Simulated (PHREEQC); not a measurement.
A solution holds 0.013 mol HCl, 0.019 mol CaCl2 and 0.045 mol CuCl2 per kg of water, at 25 °C. Closed to the air; pH follows from the charge balance.

All values are PHREEQC results (ion-association model, wateq4f.dat), not measurements.

```json
[
 {"quantity": "pH", "before": "1.98", "after": "1.98"},
 {"quantity": "ionic strength (mol/kgw)", "before": "0.195", "after": "0.197"},
 {"quantity": "Cl- (mol/kgw)", "before": "0.136", "after": "0.137"},
 {"quantity": "Cu+2 (mol/kgw)", "before": "0.0400", "after": "0.0410"},
 {"quantity": "CuCl+ (mol/kgw)", "before": "0.00479", "after": "0.00387"},
 {"quantity": "CuCl2 (mol/kgw)", "before": "0.000172", "after": "0.000133"},
 {"quantity": "SI of Tenorite (CuO)", "before": "-5.53", "after": "-5.71"},
 {"quantity": "SI of Atacamite (Cu2(OH)3Cl)", "before": "-6.17", "after": "-6.37"}
]
```

Question: What was changed between the two runs?
A. 0.006 mol/kgw H2SO4 added
B. HCl from 0.013 to 0.0117 mol/kgw
C. temperature from 25 to 20 °C
D. diluted 100-fold with water
E. HCl from 0.013 to 0.0065 mol/kgw

Answer: C, temperature from 25 to 20 °C

Precipitation was switched off in this run.
